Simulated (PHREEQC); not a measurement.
NaOH is added in steps, without added water, to 1 kg of water holding 0.0031 mol/kgw HNO3, 6.6e-05 mol/kgw AlCl3 and 0.066 mol/kgw CuCl2, at 45 °C. Oxygen is held at 0.21 atm. No CO2 enters from the air. The run lets Al(OH)3(a), Cu(OH)2, Atacamite, Cu2(OH)3NO3, Halite precipitate or redissolve, and no other solid.

Base run: PHREEQC, ion-association model, wateq4f.dat. Each further column changes one thing. The table gives pH.

```tsv
NaOH added (mol)	base	AlCl3 replaced by HCl at the same molality	temperature from 45 to 85 °C	no solid may form
0	2.61	2.60	2.61	2.61
0.01333	3.73	3.73	3.41	5.21
0.03333	3.80	3.80	3.49	5.64
0.04667	3.85	3.85	3.55	5.92
0.06667	3.98	3.98	3.67	6.82
0.08	4.11	4.11	3.81	7.99
0.09333	4.37	4.37	4.07	8.39
0.1133	8.31	8.31	7.40	8.79
0.1267	8.36	8.36	7.44	9.10
0.1467	11.32	11.33	10.42	11.27
0.16	11.66	11.66	10.76	11.60
```

Constants without temperature data keep their 25 °C values here. The database's constant for dissolved Cu(OH)2 is higher than later reviews accept. In at least one series the solution becomes supersaturated in solids that the run did not let form, among them Al(OH)3(a), Cu(OH)2, Atacamite, Cu2(OH)3NO3. Solids allowed in the column 'AlCl3 replaced by HCl at the same molality': Cu(OH)2, Atacamite, Cu2(OH)3NO3, Halite.
